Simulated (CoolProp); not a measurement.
Vapour-liquid equilibrium of cis-2-butene (1) + acetone (2) at 398.7 K; x and y are mole fractions of (1).

Computed with CoolProp (multi-fluid Helmholtz-energy mixture model, Lemmon 2005 and Lemmon 2006; pair parameters Bell 2016).

```json
[
 {"x": "0.05", "bubble pressure (kPa)": "833.6", "y at the bubble point": "0.189", "dew pressure at overall composition x (kPa)": "719.9", "liquid density (mol/L)": "11.14"},
 {"x": "0.15", "bubble pressure (kPa)": "1105", "y at the bubble point": "…", "dew pressure at overall composition x (kPa)": "798.8", "liquid density (mol/L)": "10.78"},
 {"x": "0.25", "bubble pressure (kPa)": "1338", "y at the bubble point": "0.541", "dew pressure at overall composition x (kPa)": "894.8", "liquid density (mol/L)": "…"},
 {"x": "0.35", "bubble pressure (kPa)": "1533", "y at the bubble point": "…", "dew pressure at overall composition x (kPa)": "1014", "liquid density (mol/L)": "10.05"},
 {"x": "0.45", "bubble pressure (kPa)": "1697", "y at the bubble point": "0.685", "dew pressure at overall composition x (kPa)": "1165", "liquid density (mol/L)": "9.696"},
 {"x": "0.55", "bubble pressure (kPa)": "1837", "y at the bubble point": "…", "dew pressure at overall composition x (kPa)": "1358", "liquid density (mol/L)": "9.351"},
 {"x": "0.65", "bubble pressure (kPa)": "1961", "y at the bubble point": "…", "dew pressure at overall composition x (kPa)": "1601", "liquid density (mol/L)": "9.025"},
 {"x": "0.75", "bubble pressure (kPa)": "2074", "y at the bubble point": "0.834", "dew pressure at overall composition x (kPa)": "1873", "liquid density (mol/L)": "8.727"},
 {"x": "0.85", "bubble pressure (kPa)": "2175", "y at the bubble point": "0.891", "dew pressure at overall composition x (kPa)": "2105", "liquid density (mol/L)": "8.470"},
 {"x": "0.95", "bubble pressure (kPa)": "2259", "y at the bubble point": "0.959", "dew pressure at overall composition x (kPa)": "2249", "liquid density (mol/L)": "8.267"}
]
```

**Question.** Complete the blanks.

**Answer.** 
- 0.15, y at the bubble point: 0.413
- 0.25, liquid density (mol/L): 10.41
- 0.35, y at the bubble point: 0.624
- 0.55, y at the bubble point: 0.737
- 0.65, y at the bubble point: 0.784

No azeotrope shows between x = 0.05 and 0.95.

The pair parameters rest on a limited set of measurements; away from them the model extrapolates.
